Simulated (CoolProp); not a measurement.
Saturation properties of propylene (Tc = 364.2 K, pc = 4.555 MPa, ω = 0.146).

The numbers come from the reference Helmholtz-energy equation of state, Lemmon 2013 in CoolProp.

```csv
T (K),p (MPa),liquid density (kg/m³),enthalpy of vaporisation (kJ/kg),surface tension (mN/m)
244,0.2186,586.6,417.3,14.1
252.7,0.3008,575.0,406.3,12.9
261.4,0.4044,563.0,394.6,11.8
270.1,0.5327,550.6,382.2,10.6
278.8,0.6889,537.6,368.8,9.43
287.5,0.8766,524.0,354.3,8.30
296.1,1.097,509.8,338.8,7.21
304.8,1.358,494.5,321.6,6.13
313.5,1.662,477.9,302.5,5.08
322.2,2.012,459.8,281.2,4.07
330.9,2.415,439.4,256.7,3.09
```

It boils at 225.5 K under 1 atm.

Surface tension comes from a separate correlation (Mulero 2012).
